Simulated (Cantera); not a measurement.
# Hydrogen reduction and annealing atmospheres: Cu2O + H2

A closed system holds: 1 mol Cu2O, 1400 mol H2, at 2023 K and 4.00 bar.

Method: chemical equilibrium by Gibbs-energy minimisation in Cantera with the NASA 1993 tables (ideal gas, pure condensed phases). Candidate condensed phases: Cu, CuO, Cu(OH)2, Cu2O, H2O; 12 gas species. The numbers say what is thermodynamically allowed, not how fast it happens.

```json
{
  "x(H2)": "0.997",
  "x(Cu)": "0.00133",
  "x(H)": "0.000948",
  "x(H2O)": "0.000713",
  "x(Cu2)": "5.94e-6",
  "n(Cu(l))": "0.118 mol",
  "gas_amount": "1403 mol"
}
```
